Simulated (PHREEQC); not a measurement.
Solution (85 °C): 18 mmol/kgw HCl, 0.093 mmol/kgw ZnSO4 and 0.073 mmol/kgw Fe2(SO4)3. Closed to the air; pH follows from the charge balance.

Computed with PHREEQC (ion-association model, wateq4f.dat).

| Item | Value |
|---|---|
| pH | 1.80 |
| ionic strength | 0.0186 mol/kgw |
| total alkalinity | -18.3 meq/kg |

```
species   molality  activity   log γ
--------  --------  --------  ------
Cl-         0.0180    0.0154  -0.068
H+          0.0179    0.0157  -0.056
HSO4-     0.000250  0.000215  -0.065
FeOH+2     8.58e-5   4.76e-5  -0.256
Zn+2       7.40e-5   4.19e-5  -0.247
SO4-2      5.38e-5   2.98e-5  -0.257
FeCl+2     2.49e-5   1.38e-5  -0.256
Fe+3       1.94e-5   6.12e-6  -0.501
ZnCl+      1.83e-5   1.57e-5  -0.067
Fe(OH)2+   7.71e-6   6.67e-6  -0.063
FeSO4+     6.99e-6   6.03e-6  -0.064
FeHSO4+2   7.31e-7   3.98e-7  -0.265
ZnSO4      4.28e-7   4.30e-7   0.002
```

Precipitation was switched off in this run. Examples of supersaturated solids here: Hematite (slow to form), Goethite (slow to form). Others may be too. Away from 25 °C the constants follow the database's enthalpies or fits; those with neither stay at their 25 °C values.
